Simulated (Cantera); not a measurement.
A Cantera script and what it prints.

```python
import numpy as np
import cantera as ct

gas_names = [...]  # 87 gases of nasa_gas.yaml made of C, H, Si
cond_names = """
    C(gr) C6H6(L) C7H8(L) C8H18(L),n-octa Si(cr) Si(L) SiC(b)
""".split()


# ... load() reads the species with a 1 bar reference pressure and builds the phases ...
atoms = {
    'CH3SiH3': {'C': 1, 'H': 6, 'Si': 1},
    'CH4': {'C': 1, 'H': 4},
    'H2': {'H': 2},
}
top_T = {'C(gr)': 4500, 'SiC(b)': 3050}  # K; cautious upper limits of use, not melting points


# ... equilibrate(T, P, feed) seeds the gas with the atoms and calls Mixture.equilibrate('TP', solver="vcs", rtol=1e-11, max_steps=5000) ...
results = []
feed = {'CH3SiH3': 1, 'CH4': 0.41, 'H2': 43}  # mol
T = 1723  # K
for P in [100, 320, 1000, 3200, 10000, 32000, 100000]:
    mix = equilibrate(T, P, feed)
    results.append((T, P, feed, dict(zip(mix.species_names, mix.species_moles))))

top = {s: max(r[3][s] / sum(r[3][g] for g in gas_names) for r in results) for s in gas_names}
cols = sorted((s for s in top if top[s] > 1e-05), key=lambda s: -top[s])[:7]
seen = [c for c in cond_names if any(r[3].get(c, 0) > 1e-12 for r in results)]
print("log10 of partial pressures in bar; condensed amounts in mol")
print(f"{'P/Pa':>10s}" + "".join(f"{s[:9]:>10s}" for s in cols + seen))
for T, P, feed, n in results:
    ng = sum(n[g] for g in gas_names)
    print(f"{P:10.4g}" + "".join(f"{np.log10(max(n[s] / ng * P / 1e5, 1e-99)):10.3f}" for s in cols)
          + "".join(f"{n.get(c, 0):10.4g}" for c in seen))
```

It prints:

```
log10 of partial pressures in bar; condensed amounts in mol
      P/Pa        H2         H       CH4 C2H2,acet        Si     C(gr)    SiC(b)
       100    -3.003    -5.240    -9.002    -7.046    -7.785    0.4023    0.9992
       320    -2.496    -4.987    -7.990    -6.540    -7.785    0.4017    0.9997
      1000    -2.001    -4.739    -6.999    -6.044    -7.785    0.4011    0.9999
      3200    -1.495    -4.487    -5.988    -5.539    -7.785       0.4         1
     1e+04    -1.000    -4.239    -4.998    -5.044    -7.785    0.3968         1
   3.2e+04    -0.495    -3.987    -3.988    -4.539    -7.785    0.3863         1
     1e+05    -0.001    -3.739    -2.998    -4.044    -7.785    0.3541         1
```

Method: chemical equilibrium by Gibbs-energy minimisation in Cantera with the NASA 1993 tables (ideal gas, pure condensed phases). The feed counts by its element totals alone.
